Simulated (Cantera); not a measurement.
A closed system holds: 1 mol TEOS, 1.1 mol H₂O, 2.7 mol N₂, equilibrated at 1398 K and 18.0 Pa.

Equilibrium computed with Cantera from the NASA thermochemical tables; the gas is ideal and each condensed phase is pure. The feed counts by its element totals alone. Equilibrium is a limit: real reactors are often held back by kinetics, nucleation or transport.

| species | before | after |
|---|---|---|
| H₂ | 0.587 | 0.667 |
| N₂ | 0.143 | 0.180 |
| CO₂ | 2.29e-8 | 0.0615 |
| CO | 0.269 | 0.0244 |
| H₂O | 1.08e-7 | 0.0596 |
| SiO | 0.000334 | <1e-9 |
| H | 0.000270 | <1e-9 |
| HCN | 0.000141 | <1e-9 |
| CH₄ | 2.71e-7 | 0.00755 |
| C(graphite), mol | 1.91 | 6.60 |
| SiC(s), mol | 0.994 | 0 |
| SiO₂(α-quartz), mol | 0 | 1.00 |
Gas species are given as mole fractions.

Task: What was changed between the two runs?
A. temperature from 1398 K to 600 K
B. TEOS replaced by HMDSO
C. temperature from 1398 K to 1025 K
D. pressure from 18.0 Pa to 1.00 bar

Result: A, temperature from 1398 K to 600 K
